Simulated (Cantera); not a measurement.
A Cantera script and what it prints.

```python
import numpy as np
import cantera as ct

gas_names = [...]  # 118 gases of nasa_gas.yaml made of C, Cl, F, H
cond_names = """
    C(gr) C6H6(L) C7H8(L) C8H18(L),n-octa
""".split()


# ... load() reads the species with a 1 bar reference pressure and builds the phases ...
atoms = {
    'CF4': {'C': 1, 'F': 4},
    'HCl': {'H': 1, 'CL': 1},
    'H2': {'H': 2},
}
top_T = {'C(gr)': 4500}  # K; cautious upper limits of use, not melting points


# ... equilibrate(T, P, feed) seeds the gas with the atoms and calls Mixture.equilibrate('TP', solver="vcs", rtol=1e-11, max_steps=5000) ...
results = []
feed = {'CF4': 1, 'HCl': 0.83, 'H2': 0.59}  # mol
P = 4300  # Pa
for T in [1123, 1173, 1223, 1273, 1323, 1373, 1423, 1473, 1523, 1573, 1623, 1673, 1723]:
    mix = equilibrate(T, P, feed)
    results.append((T, P, feed, dict(zip(mix.species_names, mix.species_moles))))

top = {s: max(r[3][s] / sum(r[3][g] for g in gas_names) for r in results) for s in gas_names}
cols = sorted((s for s in top if top[s] > 1e-06), key=lambda s: -top[s])[:8]
seen = [c for c in cond_names if any(r[3].get(c, 0) > 1e-12 for r in results)]
print("log10 of partial pressures in bar; condensed amounts in mol")
print(f"{'T/K':>10s}" + "".join(f"{s[:9]:>10s}" for s in cols + seen))
for T, P, feed, n in results:
    ng = sum(n[g] for g in gas_names)
    print(f"{T:10.4g}" + "".join(f"{np.log10(max(n[s] / ng * P / 1e5, 1e-99)):10.3f}" for s in cols)
          + "".join(f"{n.get(c, 0):10.4g}" for c in seen))
```

Result:

```
log10 of partial pressures in bar; condensed amounts in mol
       T/K        HF       CF4       HCL        CL       CL2     CCLF3       CF2         F     C(gr)
      1123    -1.672    -1.995    -1.998    -4.141    -2.885    -3.722    -8.649    -9.901     0.338
      1173    -1.659    -2.006    -2.036    -3.842    -2.783    -3.692    -8.096    -9.278    0.3505
      1223    -1.646    -2.018    -2.078    -3.576    -2.706    -3.673    -7.590    -8.705    0.3631
      1273    -1.634    -2.030    -2.123    -3.338    -2.650    -3.663    -7.124    -8.177    0.3756
      1323    -1.624    -2.042    -2.172    -3.125    -2.612    -3.662    -6.695    -7.690    0.3879
      1373    -1.615    -2.055    -2.224    -2.934    -2.591    -3.669    -6.298    -7.238    0.3996
      1423    -1.608    -2.068    -2.282    -2.764    -2.586    -3.684    -5.930    -6.818     0.411
      1473    -1.602    -2.081    -2.344    -2.613    -2.599    -3.707    -5.588    -6.427    0.4219
      1523    -1.597    -2.095    -2.412    -2.483    -2.631    -3.739    -5.270    -6.062    0.4323
      1573    -1.594    -2.109    -2.488    -2.371    -2.682    -3.781    -4.973    -5.721    0.4422
      1623    -1.593    -2.123    -2.571    -2.277    -2.753    -3.832    -4.695    -5.400    0.4513
      1673    -1.592    -2.137    -2.662    -2.201    -2.844    -3.892    -4.434    -5.099    0.4595
      1723    -1.591    -2.150    -2.759    -2.141    -2.954    -3.961    -4.189    -4.815    0.4663
```

Equilibrium computed with Cantera from the NASA thermochemical tables; the gas is ideal and each condensed phase is pure. Gases not in the tables: C2F6 and larger saturated fluorocarbons.
